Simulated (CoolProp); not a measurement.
Methane along the isobar 5.47 MPa: density (kg/m³) from the reference equation and from simpler models built on Tc = 190.6 K, pc = 4.599 MPa, ω = 0.011; each cubic takes its own stable root.

The numbers come from the reference Helmholtz-energy equation of state, Setzmann 1991 in CoolProp.

```json
[
 {"T (K)": "98", "phase": "liquid", "reference": "445.5"},
 {"T (K)": "140.8", "phase": "liquid", "reference": "383.5"},
 {"T (K)": "183.6", "phase": "liquid", "reference": "284.4"},
 {"T (K)": "226.5", "phase": "supercritical", "reference": "63.73"},
 {"T (K)": "269.3", "phase": "supercritical", "reference": "45.27"},
 {"T (K)": "312.1", "phase": "supercritical", "reference": "36.53"},
 {"T (K)": "354.9", "phase": "supercritical", "reference": "31.02"},
 {"T (K)": "397.8", "phase": "supercritical", "reference": "27.12"},
 {"T (K)": "440.6", "phase": "supercritical", "reference": "24.18"}
]
```

Problem. How far does each simpler model (Soave-Redlich-Kwong, Peng-Robinson) lie from the reference over these 9 states: mean and median of the absolute difference, and the worst?

Solution. 
- Soave-Redlich-Kwong: mean 1.7 %, median 0.6 %, worst -10.2 % at 183.6 K and 5.47 MPa
- Peng-Robinson: mean 4.0 %, median 1.9 %, worst +12.7 % at 98 K and 5.47 MPa
